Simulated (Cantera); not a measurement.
A closed system holds: 1 mol SiH4, 0.22 mol C3H8, 18 mol H2, equilibrated at 203 Torr.

Equilibrium computed with Cantera from the NASA thermochemical tables; the gas is ideal and each condensed phase is pure. Candidate condensed phases: C, C6H6, C7H8, C8H18, Si, SiC; 87 gas species. Mutual solubility and eutectic melting of coexisting phases are not modelled. Gases not in the tables: Si2H6 and higher silanes. Rates play no part.

x: gas mole fraction; n: condensed amount in mol.

| T (K) | x H2 | x H | x Si | x C2H2 (acetylene) | n Si(s) | n SiC(s) | n Si(l) |
|---|---|---|---|---|---|---|---|
| 950 | 1.000 | 1.07e-9 | <1e-12 | <1e-12 | 0.340 | 0.660 | 0 |
| 1100 | 1.000 | 4.98e-8 | <1e-12 | <1e-12 | 0.340 | 0.660 | 0 |
| 1250 | 1.000 | 9.30e-7 | 3.08e-11 | ___ | 0.340 | 0.660 | 0 |
| 1400 | 1.000 | 9.36e-6 | 3.05e-9 | ___ | 0.340 | 0.660 | 0 |
| 1550 | 1.000 | 6.06e-5 | 1.23e-7 | ___ | 0.340 | 0.660 | 0 |
| 1700 | 1.000 | 0.000284 | 2.51e-6 | ___ | 0 | 0.660 | 0.340 |
| 1850 | 0.999 | 0.00104 | 2.39e-5 | ___ | 0 | 0.660 | 0.338 |
| 2000 | 0.997 | 0.00312 | 0.000161 | ___ | 0 | 0.660 | 0.333 |
| 2150 | 0.991 | 0.00808 | 0.000831 | ___ | 0 | 0.658 | 0.313 |
| 2300 | 0.977 | 0.0184 | 0.00345 | ___ | 0 | 0.650 | 0.238 |
| 2450 | 0.946 | 0.0376 | 0.0119 | ___ | 0 | 0.606 | 0 |
| 2600 | 0.897 | 0.0700 | 0.0194 | ___ | 0 | 0.284 | 0 |

Complete the blanks.


- 1250, x C2H2 (acetylene): 1.29e-12
- 1400, x C2H2 (acetylene): 5.79e-11
- 1550, x C2H2 (acetylene): 1.24e-9
- 1700, x C2H2 (acetylene): 1.61e-8
- 1850, x C2H2 (acetylene): 2.37e-7
- 2000, x C2H2 (acetylene): 2.30e-6
- 2150, x C2H2 (acetylene): 1.62e-5
- 2300, x C2H2 (acetylene): 8.70e-5
- 2450, x C2H2 (acetylene): 0.000379
- 2600, x C2H2 (acetylene): 0.00453
